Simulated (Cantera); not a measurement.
What does this Cantera script print?

```python
import numpy as np
import cantera as ct

gas_names = """
    H HNO HNO2 HNO3 HO2 H2 H2O H2O2 N NH NH2 NH3 NH2OH NO NO2 NO3 N2 N2H2 N2H4 N2O O OH O2 O3
""".split()
cond_names = """
    H2O(s) H2O(L)
""".split()


def load(file, names, dense=False):
    # The tables refer to 1 bar. Condensed volumes are neglected.
    table = {s.name: s for s in ct.Species.list_from_file(file)}
    out = []
    for n in names:
        d = dict(table[n].input_data)
        d["thermo"] = dict(d["thermo"], **{"reference-pressure": 1e5})
        if dense:
            d["equation-of-state"] = {"model": "constant-volume", "density": "1e6 g/cm^3"}
        out.append(ct.Species.from_dict(d))
    return out


gas = ct.Solution(thermo="ideal-gas", species=load("nasa_gas.yaml", gas_names))
cond = {s.name: ct.Solution(thermo="fixed-stoichiometry", species=[s], name=s.name)
        for s in load("nasa_condensed.yaml", cond_names, dense=True)}
atoms = {
    'NH3': {'N': 1, 'H': 3},
    'O2': {'O': 2},
    'N2': {'N': 2},
}
top_T = {}  # K; cautious upper limits of use, not melting points


def equilibrate(T, P, feed):
    n = {}
    for name, mol in feed.items():
        for a, k in atoms[name].items():
            n[a] = n.get(a, 0.0) + k * mol
    gas.TPX = T, P, n
    mass = sum(n.values()) * gas.mean_molecular_weight
    gas.equilibrate("TP")
    valid = [c for c in cond.values() if c.min_temp <= T <= top_T.get(c.name, c.max_temp)]
    mix = ct.Mixture([(gas, mass / gas.mean_molecular_weight)] + [(c, 0.0) for c in valid])
    mix.T, mix.P = T, P
    mix.equilibrate("TP", solver="vcs", rtol=1e-11, max_steps=5000)
    return mix


results = []
feed = {'NH3': 1, 'O2': 0.12, 'N2': 15}  # mol
T = 2223.15  # K
for P in [10, 52, 280, 1400, 7600, 40000, 210000, 1100000, 5700000, 30000000]:
    mix = equilibrate(T, P, feed)
    results.append((T, P, feed, dict(zip(mix.species_names, mix.species_moles))))

top = {s: max(r[3][s] / sum(r[3][g] for g in gas_names) for r in results) for s in gas_names}
cols = sorted((s for s in top if top[s] > 0.0001), key=lambda s: -top[s])[:8]
seen = [c for c in cond_names if any(r[3].get(c, 0) > 1e-12 for r in results)]
print("log10 of partial pressures in bar; condensed amounts in mol")
print(f"{'P/Pa':>10s}" + "".join(f"{s[:9]:>10s}" for s in cols + seen))
for T, P, feed, n in results:
    ng = sum(n[g] for g in gas_names)
    print(f"{P:10.4g}" + "".join(f"{np.log10(max(n[s] / ng * P / 1e5, 1e-99)):10.3f}" for s in cols)
          + "".join(f"{n.get(c, 0):10.4g}" for c in seen))
```

It prints:

```
log10 of partial pressures in bar; condensed amounts in mol
      P/Pa        N2         H        H2       H2O         O        OH        NO        O2
        10    -4.067    -4.984    -5.582    -6.420    -6.223    -6.662    -7.237    -7.437
        52    -3.339    -4.508    -4.630    -5.306    -6.062    -6.025    -6.712    -7.114
       280    -2.600    -4.083    -3.781    -4.457    -6.062    -5.600    -6.342    -7.114
      1400    -1.897    -3.707    -3.028    -3.725    -6.082    -5.244    -6.011    -7.154
      7600    -1.161    -3.327    -2.268    -2.978    -6.094    -4.877    -5.656    -7.179
     4e+04    -0.439    -2.961    -1.536    -2.252    -6.101    -4.517    -5.301    -7.192
   2.1e+05     0.282    -2.599    -0.812    -1.529    -6.103    -4.157    -4.943    -7.197
   1.1e+06     1.001    -2.238    -0.090    -0.809    -6.104    -3.798    -4.585    -7.200
   5.7e+06     1.716    -1.881     0.625    -0.095    -6.105    -3.440    -4.228    -7.200
     3e+07     2.437    -1.520     1.346     0.627    -6.105    -3.080    -3.867    -7.200
```

These are equilibrium values from Cantera (NASA tables, ideal gas, pure condensed phases), not measurements of a reactor. The ideal-gas law is rough above about 30 bar.
